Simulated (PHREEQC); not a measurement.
Dissolve 0.0024 mol/kgw HF and 0.00013 mol/kgw (CH3)4NF at 25 °C. Closed to the air; pH follows from the charge balance.

Computed with PHREEQC (ion-association model, wateq4f.dat).

```csv
quantity,before,after
pH,3.04,3.24
ionic strength (mol/kgw),0.00108,0.000723
HF (mol/kgw),0.00143,0.000604
F- (mol/kgw),0.00108,0.000721
```

**Question.** Which change was made?
A) 0.00032 mol/kgw TMAH added
B) HF from 0.0024 to 0.0012 mol/kgw
C) HF left out
D) (CH3)4NF from 0.00013 to 0.0013 mol/kgw
E) 8.4e-05 mol/kgw CaCl2 added

**Answer.** B, HF from 0.0024 to 0.0012 mol/kgw

This is a speciation only: nothing precipitates in the calculation. (CH3)4N+ isn't in the database: it is added as a free cation with an ion size of 4 Å.
